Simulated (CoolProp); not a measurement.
Nitrogen at 293.15 K and 13.4 MPa is compressed adiabatically to 87.4 MPa with isentropic efficiency 0.75. Each further row changes one setting.

Model: reference Helmholtz-energy equation of state, Span 2000, in CoolProp.

```csv
case,work (kJ/kg),final temperature (K),final density (kg/m³)
as stated,…,574.1,344
efficiency 1,…,…,381
efficiency 0.65,414,…,…
```

Problem. What belongs in the gaps?

Solution. 
- as stated, work (kJ/kg): 359
- efficiency 1, work (kJ/kg): 269
- efficiency 1, final temperature (K): 499.9
- efficiency 0.65, final temperature (K): 620.2
- efficiency 0.65, final density (kg/m³): 324
